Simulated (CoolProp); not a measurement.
Saturation properties of R152A (Tc = 386.4 K, pc = 45.17 bar, ω = 0.275).

The numbers come from the reference Helmholtz-energy equation of state, Outcalt 1996 in CoolProp. It is a modified Benedict-Webb-Rubin equation, recast in Helmholtz form.

```csv
T (K),p (bar),liquid density (kg/m³),vapour density (kg/m³),vapour viscosity (µPa s)
187.7,0.02284,1132,0.09696,[?]
191.9,0.03246,1124,0.1349,7.07
196.2,0.04566,1116,[?],7.24
200.4,0.06268,1108,0.2500,7.40
204.7,0.08534,1099,0.3337,7.56
208.9,0.1137,1091,0.4365,7.72
213.2,0.1505,1083,0.5672,7.88
217.4,0.1954,[?],0.7240,8.04
```

Problem. Some entries are withheld; supply them.

Solution. 
- 187.7, vapour viscosity (µPa s): 6.92
- 196.2, vapour density (kg/m³): 0.1858
- 217.4, liquid density (kg/m³): 1075

It boils at 249.1 K under 1 atm.

Viscosity comes from a separate model (Bell 2016), an estimate that may be off by 10 % or more.
